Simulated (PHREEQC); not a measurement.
# Geothermal or formation water: speciation

Synthetic water in mg/L, 55 °C, pH 6.94, pe 1.7: Na 4250; K 68.5; Ca 433; Mg 202; Cl 6390; S(6) as SO4 1590; Alkalinity as HCO3 14.1; Si as SiO2 90.1; N(-3) as NH4 0.422.

Valence states are taken as typed.

Computed with PHREEQC (ion-association model, phreeqc.dat).

Precipitation was switched off in this run.

Q: What ionic strength, activity of water does the model give?

A: ionic strength 0.238 mol/kgw; activity of water 0.993.

Q: In which forms is C present?

A: HCO3- 78 %, CO2 12 %, CaHCO3+ 3.5 %, NaHCO3 3.4 %, MgHCO3+ 2.3 % of the C.

The solution is supersaturated, for example in Quartz (slow to form), Chalcedony (slow to form), so a real one may precipitate; this is no full list. At this temperature some constants are extrapolated from 25 °C, and those without enthalpy data are left unchanged.
